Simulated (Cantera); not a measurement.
Feed: 1 mol MgO, 1.3 mol N2, at 1 atm.

Method: chemical equilibrium by Gibbs-energy minimisation in Cantera with the NASA 1993 tables (ideal gas, pure condensed phases). Candidate condensed phases: Mg, MgO; 13 gas species. Kinetics and transport are ignored.

Q: At 2552 °C, list the 6 most abundant gas species with their mole fractions, and the condensed phases.

A: N2 0.963, Mg 0.0197, NO 0.00629, O2 0.00468, O 0.00407, MgO 0.00183. Condensed: MgO(s).
